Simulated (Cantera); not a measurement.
**Zr + N₂O + H₂ (tantalum, niobium, vanadium and zirconium in process gases)**

Feed: 1 mol Zr, 6.1 mol N₂O, 270 mol H₂, equilibrated at 1500 °C and 13.3 mbar.

Method: chemical equilibrium by Gibbs-energy minimisation in Cantera with the NASA 1993 tables (ideal gas, pure condensed phases). Candidate condensed phases: H₂O, Zr, ZrN, ZrO₂; 28 gas species. Equilibrium is a limit: real reactors are often held back by kinetics, nucleation or transport.

| Property | Result |
|---|---|
| x(H₂) | 0.961 |
| x(N₂) | 0.0221 |
| x(H₂O) | 0.0148 |
| x(H) | 0.00242 |
| x(OH) | 2.31e-6 |
| n(ZrO₂(tetragonal)) | 1.00 mol |
| gas amount | 276.4 mol |
| log10 activity of Zr(β) (absent) | -10.25 |
